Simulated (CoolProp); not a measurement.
R245ca along the isobar 10 MPa: fugacity coefficient from the reference equation and from simpler models built on Tc = 447.6 K, pc = 3.941 MPa, ω = 0.355; each cubic takes its own stable root.

Values from CoolProp's reference Helmholtz-energy equation of state, Zhou 2016.

| T (K) | phase | reference |
|---|---|---|
| 286.6 | liquid | 0.009038 |
| 296.2 | liquid | 0.01317 |
| 305.7 | liquid | 0.01854 |
| 315.3 | liquid | 0.02546 |
| 324.8 | liquid | 0.03399 |
| 334.3 | liquid | 0.04438 |
| 343.9 | liquid | 0.05692 |
| 353.4 | liquid | 0.07147 |
| 362.9 | liquid | 0.08824 |
| 372.5 | liquid | 0.1075 |
| 382 | liquid | 0.1288 |
| 391.5 | liquid | 0.1524 |
| 401.1 | liquid | 0.1784 |
| 410.6 | liquid | 0.2062 |
| 420.1 | liquid | 0.2358 |
| 429.7 | liquid | 0.2674 |

Question: How far does each simpler model (Redlich-Kwong, Soave-Redlich-Kwong) lie from the reference over these 16 states: mean and median of the absolute difference, and the worst?

Answer: 
- Redlich-Kwong: mean 61.5 %, median 49.9 %, worst +153.2 % at 286.6 K and 10 MPa
- Soave-Redlich-Kwong: mean 5.0 %, median 5.1 %, worst +6.4 % at 420.1 K and 10 MPa
